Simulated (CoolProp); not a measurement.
Aqueous methanol as a coolant, 56 % by mass, freezing at -65.3 °C, 1 atm.

Values from CoolProp's Melinder's fits for secondary coolants.

```
T (°C)  conductivity (W/(m K))  density (kg/m³)  viscosity (mPa s)  Prandtl number
------  ----------------------  ---------------  -----------------  --------------
-25.8                    0.315            934.4               8.59            81.8
-20.2                    0.316            930.8               6.65            64.6
-14.6                    0.317            927.0               5.25            52.0
-9                       0.318            923.3               4.21            42.4
-3.4                     0.319            919.5               3.44            35.2
2.2                      0.320            915.6               2.84            29.5
7.8                      0.321            911.8               2.38            25.0
13.5                     0.322            907.8               2.01            21.3
19.1                     0.323            903.9               1.71            18.3
24.7                     0.324            900.0               1.48            15.9
30.3                     0.326            896.0               1.28            13.8
```
